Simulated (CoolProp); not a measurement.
Sulfur dioxide along the isotherm 457.5 K: density (kg/m³) from the reference equation and from simpler models built on Tc = 430.6 K, pc = 7.887 MPa, ω = 0.256; each cubic takes its own stable root.

Computed with CoolProp (reference Helmholtz-energy equation of state, Gao 2016).

```csv
p (MPa),phase,reference
0.111,gas,1.877
0.197,gas,3.341
0.35,gas,5.970
0.622,gas,10.72
1.11,gas,19.48
1.97,gas,35.80
3.5,gas,68.20
6.22,gas,142.2
11.1,supercritical,471.1
19.7,supercritical,864.9
35,supercritical,1009
```

Question: How far does each simpler model (van der Waals, Redlich-Kwong, Soave-Redlich-Kwong) lie from the reference over these 11 states: mean and median of the absolute difference, and the worst?

Answer: 
- van der Waals: mean 5.3 %, median 0.6 %, worst -27.1 % at 457.5 K and 35 MPa
- Redlich-Kwong: mean 2.2 %, median 0.1 %, worst -12.5 % at 457.5 K and 19.7 MPa
- Soave-Redlich-Kwong: mean 3.6 %, median 0.1 %, worst -15.3 % at 457.5 K and 19.7 MPa
